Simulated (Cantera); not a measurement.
A Cantera script and its output.

```python
import numpy as np
import cantera as ct

gas = ct.Solution("gri30.yaml")
gas.TPX = 998, 45000, {'H2': 0.63, 'O2': 1, 'N2': 7.6, 'H2O': 0.43}
reactor = ct.IdealGasConstPressureReactor(gas, energy="off", clone=False)
net = ct.ReactorNet([reactor])
net.rtol, net.atol = 1e-08, 1e-18
show = ['H2', 'O2', 'HO2', 'O', 'H2O', 'H']
times = np.geomspace(7e-05, 30, 11)

steps = ct.SolutionArray(gas, extra=["t"])
rows = []
print(f"{'t/s':>10s}{'T/K':>9s}{'P/Pa':>11s}" + "".join(f"{s:>11s}" for s in show))
for t in times:
    while net.time < t:
        t_next = net.step()
        steps.append(gas.state, t=t_next)
    rows.append([np.interp(t, steps.t, y) for y in (steps.T, steps.P, *steps(*show).X.T)])
    print(f"{t:10.3e}{rows[-1][0]:9.1f}{rows[-1][1]:11.4g}" + "".join(f"{x:11.3e}" for x in rows[-1][2:]))
rate = np.gradient(steps.T, steps.t)
print("integrator steps:", len(steps.t))
if steps.T.max() > steps.T[0] + 200:
    print(f"time of steepest temperature rise: {steps.t[rate.argmax()]:.4e} s")
gas.TPX = 998, 45000, {'H2': 0.63, 'O2': 1, 'N2': 7.6, 'H2O': 0.43}
gas.equilibrate("TP")
print(f"equilibrium (TP): T = {gas.T:.1f} K  " + "  ".join(f"{s} {gas[s].X[0]:.3e}" for s in show))
```

Result:

```
       t/s      T/K       P/Pa         H2         O2        HO2          O        H2O          H
 7.000e-05    998.0    4.5e+04  6.522e-02  1.035e-01  2.751e-10  5.293e-11  4.451e-02  1.983e-10
 2.560e-04    998.0    4.5e+04  6.522e-02  1.035e-01  1.014e-08  2.377e-09  4.451e-02  8.168e-09
 9.365e-04    998.0    4.5e+04  5.146e-02  9.715e-02  4.338e-05  7.591e-04  5.704e-02  2.910e-03
 3.425e-03    998.0    4.5e+04  2.238e-03  7.430e-02  2.275e-05  2.998e-05  1.110e-01  1.246e-05
 1.253e-02    998.0    4.5e+04  9.585e-04  7.373e-02  1.345e-05  3.868e-06  1.124e-01  9.169e-07
 4.583e-02    998.0    4.5e+04  4.098e-04  7.348e-02  7.451e-06  1.027e-06  1.130e-01  1.706e-07
 1.676e-01    998.0    4.5e+04  1.016e-04  7.335e-02  2.506e-06  1.554e-07  1.133e-01  1.785e-08
 6.131e-01    998.0    4.5e+04  1.813e-05  7.331e-02  5.278e-07  1.012e-08  1.134e-01  9.630e-10
 2.242e+00    998.0    4.5e+04  2.595e-06  7.330e-02  8.288e-08  5.869e-10  1.134e-01  5.022e-11
 8.202e+00    998.0    4.5e+04  1.191e-07  7.330e-02  5.273e-09  2.942e-11  1.134e-01  1.262e-12
 3.000e+01    998.0    4.5e+04  3.629e-10  7.330e-02  9.343e-10  1.153e-11  1.134e-01  3.597e-14
integrator steps: 1671
equilibrium (TP): T = 998.0 K  H2 5.176e-11  O2 7.329e-02  HO2 3.572e-10  O 6.010e-11  H2O 1.134e-01  H 2.322e-14
```

Detailed kinetics in Cantera: GRI-Mech 3.0 (53 species, 325 reactions). The temperature is held fixed by assumption; the heat of reaction is taken as removed at once.
